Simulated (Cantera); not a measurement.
An isothermal, constant-pressure homogeneous reactor starts with CH₄ : N₂ = 1 : 6 (molar parts), at 1800 K and 200 Pa. Integrator tolerance rtol = 1e-08.

Computed with Cantera and GRI-Mech 3.0 (53 species, 325 reactions). GRI-Mech 3.0 stops at C3 and has no aromatics, soot or wall deposition, so with more carbon than oxygen in the feed, carbon stays in small species such as C2H2 where larger ones or solid carbon would form. Radical loss at walls, strong at low pressure, is not modelled.

**Question.** What does this change do: CH4 1 to 0.39 parts?

**Answer.** 
```tsv
quantity	before	after
x(CH₄) at 200 s	5.49e-7 (gas-phase equilibrium 1.40e-6)	6.85e-8 (gas-phase equilibrium 2.25e-7)
x(C₂H) at 200 s	1.02e-5 (gas-phase equilibrium 3.77e-6)	6.92e-6 (gas-phase equilibrium 1.50e-6)
x(C₂H₂) at 200 s	0.0623 (gas-phase equilibrium 0.0230)	0.0287 (gas-phase equilibrium 0.00621)
x(CH₃) at 200 s	2.07e-7 (gas-phase equilibrium 5.28e-7)	3.81e-8 (gas-phase equilibrium 1.26e-7)
x(CH₂) at 200 s	4.36e-9 (gas-phase equilibrium 1.11e-8)	1.18e-9 (gas-phase equilibrium 3.91e-9)
```

**Question.** What does this change do: temperature 1800 to 1573 K?

**Answer.** 
| quantity | before | after |
|---|---|---|
| x(CH₄) at 200 s | 5.49e-7 (gas-phase equilibrium 1.40e-6) | 0.000343 (gas-phase equilibrium 1.05e-5) |
| x(C₂H) at 200 s | 1.02e-5 (gas-phase equilibrium 3.77e-6) | 3.69e-7 (gas-phase equilibrium 1.62e-7) |
| x(C₂H₂) at 200 s | 0.0623 (gas-phase equilibrium 0.0230) | 0.0623 (gas-phase equilibrium 0.0264) |
| x(CH₃) at 200 s | 2.07e-7 (gas-phase equilibrium 5.28e-7) | 1.42e-5 (gas-phase equilibrium 4.52e-7) |
| x(CH₂) at 200 s | 4.36e-9 (gas-phase equilibrium 1.11e-8) | 2.62e-8 (gas-phase equilibrium 8.66e-10) |
